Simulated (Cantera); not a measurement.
**Thermodynamics of boron, boron nitride and boron oxide, feed B2O3 + O2 + H2**

Feed: 1 mol B2O3, 0.084 mol O2, 52 mol H2, held at 2348.15 K and 99.0 mbar.

Equilibrium computed with Cantera from the NASA thermochemical tables; the gas is ideal and each condensed phase is pure. Candidate condensed phases: B, B2O3, B3O3H3, H2O; 23 gas species. Equilibrium is a limit: real reactors are often held back by kinetics, nucleation or transport.

```
Item                                Result
-------------------------------  ---------
x(H2)                                0.918
x(H)                                0.0376
x(HBO)                              0.0153
x(HBO2)                             0.0101
x(H2O)                             0.00943
x(BO)                              0.00679
x(B2O3)                            0.00182
x(B2O2)                           0.000448
x(BO2)                             8.59e-5
gas amount                       54.21 mol
log10 activity of B(s) (absent)      -3.27
```
